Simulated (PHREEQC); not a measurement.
Make-up at 20 °C: 8.7 mmol/kgw HF and 67 mmol/kgw CsF. Closed to the air; pH follows from the charge balance.

All values are PHREEQC results (ion-association model, wateq4f.dat), not measurements.

This is a speciation only: nothing precipitates in the calculation.

What pH, ionic strength does the model give?

pH 4.02; ionic strength 0.0671 mol/kgw.

In which forms is F present?

F- 86 %, HF 8.8 %, HF2- 4.3 % of the F.

Species that the database lacks are ignored.
